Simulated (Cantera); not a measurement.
SiH₂Cl₂ + N₂ (silicon nitride deposition)

A closed system holds: 1 mol SiH₂Cl₂, 3.1 mol N₂, held at 2023 K and 0.900 bar.

These are equilibrium values from Cantera (NASA tables, ideal gas, pure condensed phases), not measurements of a reactor. Candidate condensed phases: NH₄Cl, Si, Si₃N₄; 28 gas species. The tables' values for SiCl₃, SiCl are old estimates; treat these amounts as uncertain. Equilibrium is a limit: real reactors are often held back by kinetics, nucleation or transport.

```json
{
  "x(N₂)": "0.593",
  "x(H₂)": "0.145",
  "x(SiCl₂)": "0.131",
  "x(HCl)": "0.121",
  "x(SiCl₃)": "0.00834",
  "x(H)": "0.000761",
  "x(SiCl₄)": "0.000591",
  "x(Cl)": "0.000472",
  "x(SiHCl₃)": "0.000289",
  "n(Si₃N₄(s))": "0.106 mol",
  "gas_amount": "4.867 mol",
  "log10 activity of Si(l) (absent)": "-0.25"
}
```
